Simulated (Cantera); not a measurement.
**Adiabatic ignition**

An adiabatic, constant-volume homogeneous reactor starts with CH₄ : O₂ : N₂ = 1 : 2.67 : 10 (molar parts), equivalence ratio 0.75, at 1025 K and 390000 Pa.

Cantera simulation using GRI-Mech 3.0 (53 species, 325 reactions); the numbers are that mechanism's predictions, not measurements.

| t (s) | T (K) | P (bar) | x CH₄ | x O₂ | x NO | x N₂O | x H₂O |
|---|---|---|---|---|---|---|---|
| 3.00e-6 | 1025 | 3.90 | 0.0732 | 0.195 | <1e-12 | <1e-12 | <1e-12 |
| 1.02e-5 | 1025 | 3.90 | 0.0732 | 0.195 | <1e-12 | <1e-12 | 2.84e-12 |
| 3.44e-5 | 1025 | 3.90 | 0.0732 | 0.195 | <1e-12 | <1e-12 | 3.39e-11 |
| 0.000116 | 1025 | 3.90 | 0.0732 | 0.195 | <1e-12 | <1e-12 | 3.99e-10 |
| 0.000393 | 1025 | 3.90 | 0.0732 | 0.195 | <1e-12 | <1e-12 | 4.97e-9 |
| 0.00133 | 1025 | 3.90 | 0.0732 | 0.195 | <1e-12 | <1e-12 | 7.25e-8 |
| 0.00451 | 1025 | 3.90 | 0.0732 | 0.195 | <1e-12 | <1e-12 | 1.31e-6 |
| 0.0152 | 1025 | 3.90 | 0.0731 | 0.195 | <1e-12 | 4.24e-12 | 1.26e-5 |
| 0.0516 | 1026 | 3.90 | 0.0730 | 0.195 | <1e-12 | 3.25e-11 | 9.75e-5 |
| 0.175 | 2688 | 10.3 | <1e-12 | 0.0438 | 0.0137 | 2.34e-6 | 0.136 |
| 0.591 | 2688 | 10.3 | <1e-12 | 0.0438 | 0.0137 | 2.34e-6 | 0.136 |
| 2.00 | 2688 | 10.3 | <1e-12 | 0.0438 | 0.0137 | 2.34e-6 | 0.136 |
x: mole fraction; the columns are a selection and need not sum to one.

```json
{
  "time_of_steepest_temperature_rise": "0.136 s",
  "temperature at 2.00 s": "2688 K",
  "equilibrium_temperature": "2688 K",
  "x(CH₄) at 2.00 s": "<1e-12 (gas-phase equilibrium <1e-12)",
  "x(O₂) at 2.00 s": "0.0438 (gas-phase equilibrium 0.0438)",
  "x(NO) at 2.00 s": "0.0137 (gas-phase equilibrium 0.0137)"
}
```
